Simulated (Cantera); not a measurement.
Predominance diagram of Ca at 975 K against the partial pressures of O2 and F2 (log10, bar). Cantera with NASA thermochemical tables; ideal gases at 1 bar, condensed phases pure. Candidates: Ca(s), CaF2(s), CaO(s). Only these pure phases compete in this equilibrium. Not in the tables: oxide halides.

```
log p(F2) \ log p(O2)
        columns: -19, -17.6, -16.1, -14.7, -13.3, -11.9, -10.4, -9, -7.6, -6.1, -4.7, -3.3, -1.9, -0.4, 1
      1  A A A A A A A A A A A A A A A
   -1.2  A A A A A A A A A A A A A A A
   -3.4  A A A A A A A A A A A A A A A
   -5.6  A A A A A A A A A A A A A A A
   -7.9  A A A A A A A A A A A A A A A
  -10.1  A A A A A A A A A A A A A A A
  -12.3  A A A A A A A A A A A A A A A
  -14.5  A A A A A A A A A A A A A A A
  -16.7  A A A A A A A A A A A A A A A
  -18.9  A A A A A A A A A A A A A A A
  -21.1  A A A A A A A A A A A A A A A
  -23.4  A A A A A A A A A A A A A A A
  -25.6  A A A A A A A A A A A A A A A
  -27.8  A A A A A A A A A A A A A A B
    -30  A A A A A A A A A A A B B B B
```

A: CaF2(s); B: CaO(s).
